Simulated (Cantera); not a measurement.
An adiabatic, constant-volume homogeneous reactor starts with H₂ : O₂ : N₂ : H₂O = 1 : 0.278 : 1.04 : 0.22 (molar parts), at 1200 K and 500000 Pa. Integrator tolerance rtol = 1e-08.

Computed with Cantera and the H2/O2 subset of GRI-Mech 3.0, which has no nitrogen chemistry. The hydrogen kinetics of GRI-Mech 3.0 are dated; newer H2 mechanisms differ, most at raised pressure.

| quantity | before | after |
|---|---|---|
| time of steepest temperature rise | 90.8 µs | 0.152 ms |
| temperature at 0.200 s | 2876 K | 2910 K |
| equilibrium temperature | 2876 K | 2910 K |
| x(H₂) at 0.200 s | 0.192 (gas-phase equilibrium 0.192) | 0.193 (gas-phase equilibrium 0.193) |
| x(O₂) at 0.200 s | 0.000236 (gas-phase equilibrium 0.000236) | 0.000150 (gas-phase equilibrium 0.000150) |
| x(H₂O) at 0.200 s | 0.331 (gas-phase equilibrium 0.331) | 0.334 (gas-phase equilibrium 0.334) |
| x(H₂O₂) at 0.200 s | 2.39e-7 (gas-phase equilibrium 2.39e-7) | 2.87e-7 (gas-phase equilibrium 2.87e-7) |
| x(OH) at 0.200 s | 0.00740 (gas-phase equilibrium 0.00740) | 0.00600 (gas-phase equilibrium 0.00600) |
| x(HO₂) at 0.200 s | 6.79e-7 (gas-phase equilibrium 6.79e-7) | 6.15e-7 (gas-phase equilibrium 6.15e-7) |

Problem. Which change was made?
(A) pressure from 500000 Pa to 1000000 Pa
(B) initial temperature 1200 to 1000 K
(C) initial temperature 1200 to 1775 K
(D) initial temperature 1200 to 1048 K

Solution. A, pressure from 500000 Pa to 1000000 Pa
